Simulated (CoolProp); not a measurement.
Vapour-liquid equilibrium of n-hexane (1) + cyclohexane (2) at 4.04 bar; x and y are mole fractions of (1).

Model: multi-fluid Helmholtz-energy mixture model, Thol 2019 and Zhou 2014; pair parameters Bell 2016, in CoolProp.

Problem. Give the bubble temperature and the first vapour's composition at x = 0.275, 0.65, 0.725. Is there an azeotrope?

Solution. x = 0.275: 129.7 °C, y = 0.340; x = 0.65: 124.4 °C, y = 0.706; x = 0.725: 123.5 °C, y = 0.772. No azeotrope shows between x = 0.05 and 0.95.

Pair parameters are fitted to limited data, so mixtures are less certain than the pure fluids.
